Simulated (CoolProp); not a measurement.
The fluid at 329.63 K and 8.52 MPa is throttled through a valve to 3.25 MPa with no heat exchange. The same conditions are run with several fluids, on thermodynamics alone (safety and materials aside).

Computed with CoolProp (reference Helmholtz-energy equation of state of each fluid (CF4 (R14): Platzer 1990; ethylene: Smukala 2000; C2F6 (R116): Lemmon 2006; oxygen: Schmidt 1985; ethane: Bücker 2006)). The equations of Platzer and Polt are older, rougher fits.

### Question
Rank CF4 (R14), ethylene, C2F6 (R116), oxygen, ethane by temperature change (K), highest first.

### Answer
oxygen (-10.4), CF4 (R14) (-21.5), C2F6 (R116) (-30.4), ethane (-43.2), ethylene (-52.0)

```csv
fluid,final phase,final density (kg/m³)
CF4 (R14),gas,125
ethylene,gas,55.6
C2F6 (R116),supercritical,388
oxygen,gas,39.7
ethane,"two-phase, vapour fraction 0.681",92.7
```

Above 300 K oxygen's equation is extrapolated.
